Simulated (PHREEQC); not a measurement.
Make-up at 25 °C: 0.0017 mol HCl, 0.00847 mol Al2(SO4)3 and 0.18 mol MnSO4 per kg of water. Closed to the air; pH follows from the charge balance.

The numbers come from PHREEQC with the ion-association model, wateq4f.dat.

No solid was allowed to form.

Question: Order these Al species by the share of Al that they hold, largest first: AlSO4+, Al(SO4)2-, Al+3.

Answer: AlSO4+ (56 %), Al(SO4)2- (38 %), Al+3 (5.7 %)

The pH is 3.41 and the ionic strength 0.389 mol/kgw.
